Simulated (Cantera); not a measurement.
Feed: 1 mol BaF2, 7.4 mol H2O, 0.28 mol N2, at 2073 K and 0.00203 Torr.

These are equilibrium values from Cantera (NASA tables, ideal gas, pure condensed phases), not measurements of a reactor. Candidate condensed phases: Ba, BaF2, BaO, Ba(OH)2, H2O; 45 gas species. Rates play no part.

Q: What is the equilibrium state?

A: 
```
Item                                      Result
-------------------------------------  ---------
x(H)                                       0.444
x(O)                                       0.177
x(H2)                                     0.0770
x(H2O)                                    0.0652
x(O2)                                     0.0641
x(HF)                                     0.0577
x(OH)                                     0.0428
x(BaF)                                    0.0388
x(N2)                                     0.0153
gas amount                             17.84 mol
log10 activity of Ba(l) (absent)           -7.81
log10 activity of Ba(OH)2(l) (absent)     -10.30
```
